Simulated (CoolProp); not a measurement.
Vapour-liquid equilibrium of cyclopropane (1) + R134a (2) at 11.3 bar; x and y are mole fractions of (1).

Model: multi-fluid Helmholtz-energy mixture model, Polt 1992 and Tillner-Roth 1994; pair parameters Bell 2016, in CoolProp. This equation is an older, rougher fit; its heat capacities, sound speeds and derivatives of the liquid may be far off and weren't checked against measurements.

| x | bubble temperature, mixture model (°C) | bubble temperature, Raoult's law (°C) | y, mixture model | y, Raoult's law |
|---|---|---|---|---|
| 0.05 | 41.2 | 43.9 | 0.099 | 0.052 |
| 0.15 | 37.1 | 43.8 | 0.251 | 0.155 |
| 0.25 | 34.5 | 43.6 | 0.358 | 0.257 |
| 0.35 | 32.9 | 43.5 | 0.436 | 0.359 |
| 0.45 | 32.1 | 43.3 | 0.496 | 0.459 |
| 0.55 | 31.9 | 43.2 | 0.549 | 0.559 |
| 0.65 | 32.1 | 43.0 | 0.602 | 0.659 |
| 0.75 | 33.1 | 42.9 | 0.665 | 0.757 |
| 0.85 | 35.0 | 42.7 | 0.751 | 0.855 |
| 0.95 | 39.1 | 42.6 | 0.892 | 0.952 |

The largest gap from Raoult's law is -11.3 K in bubble temperature, at x = 0.55. y crosses x between x = 0.45 and 0.55: the model has an azeotrope there.

The pair parameters rest on a limited set of measurements; away from them the model extrapolates.
